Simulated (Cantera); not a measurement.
Cantera with NASA thermochemical tables; ideal gases at 1 bar, condensed phases pure. Values are per mole of reaction as written; species without (g) are pure solids or liquids, kept so even where they would boil at 1 bar. The tables' values for SiF2 are old estimates.

2 F(g) + SiF2(g) → SiF4(g)

```json
[
 {"T (K)": "300", "ΔH° (kJ)": "-1185.9", "ΔS° (J/K)": "-291.4", "ΔG° (kJ)": "-1098.5", "log10 K": "191.26"},
 {"T (K)": "1600", "ΔH° (kJ)": "-1184.8", "ΔS° (J/K)": "-294.8", "ΔG° (kJ)": "-713.0", "log10 K": "23.28"},
 {"T (K)": "1700", "ΔH° (kJ)": "-1184.1", "ΔS° (J/K)": "-294.4", "ΔG° (kJ)": "-683.6", "log10 K": "21.00"},
 {"T (K)": "1800", "ΔH° (kJ)": "[?]", "ΔS° (J/K)": "[?]", "ΔG° (kJ)": "[?]", "log10 K": "[?]"},
 {"T (K)": "1900", "ΔH° (kJ)": "[?]", "ΔS° (J/K)": "[?]", "ΔG° (kJ)": "[?]", "log10 K": "[?]"},
 {"T (K)": "2000", "ΔH° (kJ)": "-1182.0", "ΔS° (J/K)": "-293.3", "ΔG° (kJ)": "-595.4", "log10 K": "15.55"},
 {"T (K)": "2100", "ΔH° (kJ)": "-1181.3", "ΔS° (J/K)": "-293.0", "ΔG° (kJ)": "-566.1", "log10 K": "14.08"},
 {"T (K)": "2200", "ΔH° (kJ)": "-1180.6", "ΔS° (J/K)": "-292.6", "ΔG° (kJ)": "-536.8", "log10 K": "12.75"},
 {"T (K)": "2300", "ΔH° (kJ)": "[?]", "ΔS° (J/K)": "[?]", "ΔG° (kJ)": "[?]", "log10 K": "[?]"},
 {"T (K)": "2400", "ΔH° (kJ)": "[?]", "ΔS° (J/K)": "[?]", "ΔG° (kJ)": "[?]", "log10 K": "[?]"}
]
```

Fill in the missing entries.


- 1800, ΔH° (kJ): -1183.5
- 1800, ΔS° (J/K): -294.1
- 1800, ΔG° (kJ): -654.1
- 1800, log10 K: 18.98
- 1900, ΔH° (kJ): -1182.8
- 1900, ΔS° (J/K): -293.7
- 1900, ΔG° (kJ): -624.8
- 1900, log10 K: 17.18
- 2300, ΔH° (kJ): -1179.8
- 2300, ΔS° (J/K): -292.3
- 2300, ΔG° (kJ): -507.6
- 2300, log10 K: 11.53
- 2400, ΔH° (kJ): -1179.1
- 2400, ΔS° (J/K): -292.0
- 2400, ΔG° (kJ): -478.4
- 2400, log10 K: 10.41
